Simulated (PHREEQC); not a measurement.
0.19 g of hydrous ferric oxide (600 m²/g; 0.2 weak and 0.005 strong sites per Fe, Dzombak-Morel constants, diffuse double layer) in 1 kg of water with 0.3 mol/kgw of an inert sodium salt and 0.00016 mol Na2SeO4, at 25 °C; the pH is set by adding NaOH or the inert anion's acid. O2 is buffered at 0.21 atm. The system is closed to CO2. Nothing may precipitate in this run.

Base run: PHREEQC, ion-association model, wateq4f.dat. Each further column changes one thing. The table gives Se sorbed (%).

```csv
pH,base,background salt from 0.3 to 0.03 mol/kgw,oxide from 0.19 to 0.95 g/kgw
3,47.8,89.3,93.9
3.38,47.7,88.9,93.9
4.12,45.9,84.7,92.9
4.5,43.3,79.6,91.4
4.88,38.8,71.8,88.1
5.62,24.5,49.4,71.0
6,16.0,35.8,54.1
6.38,8.8,22.7,34.3
7.12,1.5,4.6,7.1
7.5,0.5,1.3,2.3
7.88,0.1,0.3,0.7
8.62,0.0,0.0,0.1
9,0.0,0.0,0.0
```

The oxide is taken as insoluble; below pH 4 it would dissolve.
